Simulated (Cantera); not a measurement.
Mixture: CH4 : C2H6 : O2 : N2 = 1 : 0.032 : 2.58 : 9.68 (molar parts), at 270000 Pa, adiabatic and at constant pressure. Ignition delay is the time to a rise of 400 K.

Computed with Cantera and GRI-Mech 3.0 (53 species, 325 reactions).

**Question.** Predict: delay at 1273 K; delay at 1373 K; delay at 1473 K; delay at 1573 K; apparent activation energy between 1523 and 1623 K.

**Answer.** 
```
Item                                                    Result
--------------------------------------------------  ----------
delay at 1273 K                                        3.22 ms
delay at 1373 K                                        1.02 ms
delay at 1473 K                                       0.347 ms
delay at 1573 K                                       0.132 ms
apparent activation energy between 1523 and 1623 K  180 kJ/mol
```
